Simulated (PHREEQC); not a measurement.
A column of 1 m (30 cells, dispersivity 0.05 m, 720 s a shift, diffusion coefficient 3e-10 m²/s) holds 0.11 eq of the database's cation exchanger X per kg of pore water, first in equilibrium with 24 mmol/kgw CuCl2, 15 mmol/kgw ZnCl2 and 0.01 mmol/kgw HCl. It is flushed with 0.00051 mol BaCl2, 0.027 mol CuCl2, 0.00044 mol ZnCl2 and 1e-05 mol HCl per kg of water, at 40 °C. Values are for the last cell. No CO2 enters from the air. Nothing may precipitate in this run.

The series has 31 steps of pore volumes, from 0 to 6.017.

All values are PHREEQC results (ion-association model, phreeqc.dat), not measurements.

**Question.** After how many pore volumes does Ba at the outlet first reach half of its feed value?

**Answer.** By 5.6 pore volumes.

Complexes and solids missing from the database can't appear. At this temperature some constants are extrapolated from 25 °C, and those without enthalpy data are left unchanged.
